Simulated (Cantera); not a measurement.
**Premixed flame**

A freely propagating, adiabatic, planar premixed flame of H2 : O2 : N2 = 1 : 0.179 : 0.671 (molar parts), equivalence ratio 2.8, unburnt at 723 K and 101000 Pa; mixture-averaged transport, grid criteria slope 0.08 and curve 0.16, no radiation.

Cantera simulation using the H2/O2 subset of GRI-Mech 3.0, which has no nitrogen chemistry; the numbers are that mechanism's predictions, not measurements. Burning velocities carry a grid error of a few per cent, more on coarse grids.

```csv
z (mm),T (K),u (m/s),x H2,x O2,x H2O,x O,x H2O2,x H
-1.55,723,11.7,0.541,0.0968,<1e-8,<1e-8,<1e-8,<1e-8
-1.03,723,11.7,0.541,0.0968,<1e-8,<1e-8,<1e-8,<1e-8
-0.775,723,11.7,0.541,0.0968,<1e-8,<1e-8,<1e-8,<1e-8
-0.516,723,11.7,0.541,0.0968,6.54e-7,2.37e-8,<1e-8,1.76e-6
-0.258,748,12.1,0.537,0.0963,0.00152,2.12e-5,1.50e-6,0.000881
-0.129,915,14.5,0.508,0.0903,0.0185,0.000369,1.93e-6,0.0117
0,1255,19.4,0.411,0.0533,0.0966,0.00234,8.94e-7,0.0563
0.129,1485,22.9,0.336,0.0110,0.179,0.00154,3.86e-7,0.0886
0.258,1581,24.2,0.325,0.00166,0.199,0.000654,2.26e-7,0.0888
0.516,1678,25.6,0.331,0.000187,0.203,0.000444,1.66e-7,0.0775
1.03,1783,27.0,0.341,9.06e-5,0.205,0.000339,1.10e-7,0.0624
2.07,1888,28.3,0.352,5.77e-5,0.207,0.000223,6.25e-8,0.0470
4.13,1980,29.5,0.361,3.13e-5,0.209,0.000123,3.17e-8,0.0330
```
x: mole fraction of selected species; z is measured from the peak of heat release.

```json
{
 "laminar_burning_velocity": "1170 cm/s",
 "thermal_thickness": "0.516 mm",
 "peak x(O)": "0.00252",
 "peak x(H2O2)": "2.26e-6",
 "peak x(H)": "0.0906",
 "grid_points": "141"
}
```
